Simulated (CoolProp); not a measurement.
Properties of m-xylene along the isobar 0.922 MPa (Tc = 343.7 °C, pc = 3.535 MPa, ω = 0.326).

Model: reference Helmholtz-energy equation of state, Zhou 2012, in CoolProp.

```csv
T (°C),phase,Z,cv (kJ/(kg K)),Joule-Thomson coefficient (K/MPa),expansivity (1/kK),viscosity (µPa s)
83.55,liquid,0.04079,1.492,[?],1.121,334
107.25,liquid,0.03931,1.571,-0.3487,1.190,278
130.95,liquid,0.03810,1.649,[?],1.275,234
154.65,liquid,0.03714,1.726,-0.2532,1.384,199
178.45,liquid,0.03642,1.802,[?],1.528,169
202.15,liquid,0.03596,1.875,-0.1102,1.725,144
225.85,liquid,0.03580,1.946,0.002788,2.013,123
249.55,gas,[?],1.966,18.19,4.041,11.5
273.25,gas,[?],2.013,[?],3.307,12.0
296.95,gas,0.8634,2.063,11.76,2.846,[?]
320.65,gas,0.8832,2.114,9.892,2.525,13.1
344.35,gas,0.8990,2.165,8.492,2.288,13.6
```

Some entries are withheld; supply them.


- 83.55, Joule-Thomson coefficient (K/MPa): -0.3887
- 130.95, Joule-Thomson coefficient (K/MPa): -0.3043
- 178.45, Joule-Thomson coefficient (K/MPa): -0.1907
- 249.55, Z: 0.8033
- 273.25, Z: 0.8378
- 273.25, Joule-Thomson coefficient (K/MPa): 14.35
- 296.95, viscosity (µPa s): 12.6

Viscosity comes from a separate model (Cao 2016).
